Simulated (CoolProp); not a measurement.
A single-stage vapour-compression cycle with the fluid: evaporating at 229.15 K (dew point), condensing at 259.15 K (bubble point), superheat 8 K, subcooling 0 K, compressor efficiency 0.85, no pressure losses. The same conditions are run with several fluids, on thermodynamics alone (safety and materials aside).

Values from CoolProp's reference Helmholtz-energy equation of state of each fluid (ammonia: Gao 2020; hydrogen chloride: Thol 2018; carbonyl sulfide: Lemmon 2006; trans-2-butene: Lemmon 2005; R115: Lemmon 2016; n-perfluorobutane: Gao 2022).

```csv
fluid,cooling COP,pressure ratio,discharge temperature (K),refrigerating effect (kJ/kg),volumetric capacity (kJ/m³)
ammonia,5.52,4.28,348.8,1280,649
hydrogen chloride,5.33,2.66,322.3,347,4670
carbonyl sulfide,5.68,3.13,312.4,274,1150
trans-2-butene,5.89,4.48,284.9,391,138
R115,5.64,3.39,268.9,104,683
n-perfluorobutane,5.45,4.81,259.1,84.7,131
```

The compression ends wet for: n-perfluorobutane.
